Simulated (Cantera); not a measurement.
Thermodynamics of chlorosilane synthesis and conversion, feed Si + Cl₂ + H₂

A closed system holds: 1 mol Si, 2.6 mol Cl₂, 5.9 mol H₂, equilibrated at 927 °C.

Method: chemical equilibrium by Gibbs-energy minimisation in Cantera with the NASA 1993 tables (ideal gas, pure condensed phases). Candidate condensed phases: Si; 19 gas species. The tables' values for SiCl₃ are old estimates; treat these amounts as uncertain. Rates play no part.

```tsv
P (Pa)	x H₂	x HCl	x SiCl₄	x SiHCl₃	x SiCl₃	x SiCl₂	x SiH₂Cl₂	x SiH₃Cl
10000	0.684	0.183	0.111	0.0113	0.00637	0.00319	0.000150	5.47e-7
23000	0.688	0.179	0.115	0.0120	0.00444	0.00151	0.000164	6.13e-7
51000	0.690	0.177	0.117	0.0124	0.00308	0.000711	0.000172	6.54e-7
120000	0.691	0.175	0.118	0.0126	0.00205	0.000311	0.000177	6.81e-7
260000	0.692	0.175	0.119	0.0128	0.00140	0.000146	0.000180	6.96e-7
590000	0.693	0.174	0.119	0.0129	0.000939	6.49e-5	0.000182	7.06e-7
1300000	0.693	0.174	0.119	0.0129	0.000635	2.96e-5	0.000184	7.12e-7
3000000	0.693	0.174	0.120	0.0130	0.000420	1.29e-5	0.000184	7.17e-7
```
x: gas mole fraction; nothing condenses.

From 0.100 bar to 30.0 bar nothing is condensed. The main Si-bearing gas is SiCl₄ throughout.
